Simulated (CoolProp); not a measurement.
Saturation properties of fluorine.

Model: reference Helmholtz-energy equation of state, de Reuck 1990, in CoolProp.

| T (°C) | p (kPa) | liquid density (kg/m³) | enthalpy of vaporisation (kJ/kg) |
|---|---|---|---|
| -184.35 | 152.9 | 1475 | 170.7 |
| -178.75 | 264.1 | 1434 | 164.9 |
| -173.05 | 431.0 | 1389 | 158.3 |
| -167.45 | 660.5 | 1343 | ___ |
| -161.85 | 968.3 | 1293 | 142.8 |
| -156.15 | 1376 | ___ | 133.3 |
| -150.55 | ___ | 1179 | 122.4 |
| -144.85 | 2528 | 1108 | 109.0 |
| -139.25 | ___ | 1023 | 92.10 |
| -133.65 | 4243 | 904.2 | 67.75 |

**Question.** Fill in the missing entries.

**Answer.** 
- -167.45, enthalpy of vaporisation (kJ/kg): 151.0
- -156.15, liquid density (kg/m³): 1239
- -150.55, p (kPa): 1884
- -139.25, p (kPa): 3303

It boils at -188.1 °C under 1 atm.
